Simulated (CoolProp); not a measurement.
Vapour-liquid equilibrium of R125 (1) + dimethyl ether (2) at 0.699 MPa; x and y are mole fractions of (1).

Model: multi-fluid Helmholtz-energy mixture model, Lemmon 2005 and Wu 2011; pair parameters Bell 2016, in CoolProp.

```tsv
x	bubble temperature (K)	y at the bubble point	dew temperature at overall composition x (K)	liquid density (mol/L)
0.05	303.3	0.069	303.5	13.96
0.2	300.4	0.274	301.6	13.45
0.35	296.8	0.473	299.2	12.96
0.5	292.4	0.657	296.3	12.51
0.65	287.0	0.810	292.6	12.07
0.8	281.4	0.920	287.5	11.63
0.95	276.0	0.986	279.3	11.13
```

No azeotrope shows between x = 0.05 and 0.95.

Pair parameters are fitted to limited data, so mixtures are less certain than the pure fluids.
